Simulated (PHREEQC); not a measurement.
## Acid mine or pickling water: speciation

A made-up water analysis in mg/L, 34 °C, pH 1.87, pe 12.4:

```
constituent  mg/L
-----------  ----
Na           47.6
K            30.9
Ca           67.1
Mg           5.86
Cl           61.1
S(6) as SO4  1540
Cu(2)        4.72
```

Valence states are taken as typed.

The numbers come from PHREEQC with the ion-association model, phreeqc.dat.

No solid was allowed to form.

Question: Predict the ionic strength, charge-balance error, specific conductance.

Answer: ionic strength 0.0321 mol/kgw; charge-balance error -8.3 %; specific conductance 7920 µS/cm.

Question: In which forms is Cu present?

Answer: Cu+2 68 %, CuSO4 31 % of the Cu.
